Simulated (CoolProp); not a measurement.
Model: reference Helmholtz-energy equation of state, Lemmon 2006, in CoolProp. It is a short technical equation, of lower accuracy than the large ones.

Problem. For R141b, give the phase and the density (kg/m³), isothermal compressibility (1/MPa), fugacity coefficient at 133.85 °C and 1.91 MPa; 133.85 °C and 4.99 MPa.

Solution. 
- 133.85 °C and 1.91 MPa: liquid; density 986, isothermal compressibility 0.00824, fugacity coefficient 0.592
- 133.85 °C and 4.99 MPa: liquid; density 1010, isothermal compressibility 0.00647, fugacity coefficient 0.252
